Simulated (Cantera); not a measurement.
# Reactions in the system Cr-H-N-O

Standard-state values (1 bar) from the NASA 1993 polynomials, evaluated with Cantera. Values are per mole of reaction as written; species without (g) are pure solids or liquids, kept so even where they would boil at 1 bar.

3 H(g) + 2 CrO3(g) ⇌ Cr2O3 + 3 OH(g)

```tsv
T (K)	ΔH° (kJ)	ΔS° (J/K)	ΔG° (kJ)	log10 K
523	-1082.0	-236.5	-958.3	95.71
623	-1081.9	-236.3	-934.7	78.37
723	-1081.9	-236.3	-911.1	65.82
823	-1082.0	-236.5	-887.4	56.32
923	-1082.2	-236.7	-863.8	48.88
1023	-1082.3	-236.8	-840.1	42.89
1123	-1082.3	-236.8	-816.4	37.97
1223	-1082.1	-236.6	-792.7	33.86
1323	-1081.8	-236.4	-769.1	30.36
1423	-1081.3	-236.0	-745.5	27.36
1523	-1080.7	-235.6	-721.9	24.76
```

3 N2O(g) + 12 Cr ⇌ 6 Cr2N + O3(g)

```json
[
 {"T (K)": "523", "ΔH° (kJ)": "-845.2", "ΔS° (J/K)": "-287.8", "ΔG° (kJ)": "-694.7", "log10 K": "69.38"},
 {"T (K)": "623", "ΔH° (kJ)": "-840.1", "ΔS° (J/K)": "-278.8", "ΔG° (kJ)": "-666.4", "log10 K": "55.87"},
 {"T (K)": "723", "ΔH° (kJ)": "-835.0", "ΔS° (J/K)": "-271.2", "ΔG° (kJ)": "-638.9", "log10 K": "46.16"},
 {"T (K)": "823", "ΔH° (kJ)": "-829.8", "ΔS° (J/K)": "-264.5", "ΔG° (kJ)": "-612.1", "log10 K": "38.85"},
 {"T (K)": "923", "ΔH° (kJ)": "-824.6", "ΔS° (J/K)": "-258.5", "ΔG° (kJ)": "-586.0", "log10 K": "33.16"},
 {"T (K)": "1023", "ΔH° (kJ)": "-819.4", "ΔS° (J/K)": "-253.2", "ΔG° (kJ)": "-560.4", "log10 K": "28.61"},
 {"T (K)": "1123", "ΔH° (kJ)": "-814.7", "ΔS° (J/K)": "-248.8", "ΔG° (kJ)": "-535.3", "log10 K": "24.90"},
 {"T (K)": "1223", "ΔH° (kJ)": "-810.6", "ΔS° (J/K)": "-245.3", "ΔG° (kJ)": "-510.6", "log10 K": "21.81"},
 {"T (K)": "1323", "ΔH° (kJ)": "-807.4", "ΔS° (J/K)": "-242.7", "ΔG° (kJ)": "-486.2", "log10 K": "19.20"},
 {"T (K)": "1423", "ΔH° (kJ)": "-804.9", "ΔS° (J/K)": "-240.9", "ΔG° (kJ)": "-462.0", "log10 K": "16.96"},
 {"T (K)": "1523", "ΔH° (kJ)": "-803.4", "ΔS° (J/K)": "-239.9", "ΔG° (kJ)": "-438.0", "log10 K": "15.02"}
]
```

2 Cr2O3 + N(g) ⇌ Cr2N + 2 CrO3(g)

```
T (K)  ΔH° (kJ)  ΔS° (J/K)  ΔG° (kJ)  log10 K
-----  --------  ---------  --------  -------
523      1074.5      254.0     941.7   -94.05
623      1071.0      247.8     916.6   -76.85
723      1067.6      242.7     892.1   -64.45
823      1064.3      238.5     868.1   -55.09
923      1061.4      235.1     844.4   -47.78
1023     1058.7      232.3     821.0   -41.92
1123     1056.1      229.9     797.9   -37.11
1223     1053.8      227.9     775.0   -33.10
1323     1051.5      226.2     752.3   -29.70
1423     1049.4      224.6     729.8   -26.79
1523     1047.5      223.3     707.4   -24.26
```
